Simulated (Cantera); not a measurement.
Feed: 1 mol Ti, 3 mol CO₂, 30 mol H₂, held at 1600 °C and 8.00 mbar.

Method: chemical equilibrium by Gibbs-energy minimisation in Cantera with the NASA 1993 tables (ideal gas, pure condensed phases). The numbers say what is thermodynamically allowed, not how fast it happens.

| species | before | after |
|---|---|---|
| H₂ | 0.863 | 0.869 |
| CO | 0.0896 | 0.0899 |
| H₂O | 0.0393 | 0.0394 |
| H | 0.00671 | 0.000598 |
| OH | 2.37e-5 | 2.11e-6 |
| CO₂ | 0.000992 | 0.000992 |
| Ti₃O₅(s), mol | 0.333 | 0.333 |
Gas species are given as mole fractions.

Question: What was changed between the two runs?
A) temperature from 1600 °C to 1250 °C
B) pressure from 8.00 mbar to 1 atm
C) temperature from 1600 °C to 1502 °C
D) temperature from 1600 °C to 1725 °C

Answer: B, pressure from 8.00 mbar to 1 atm
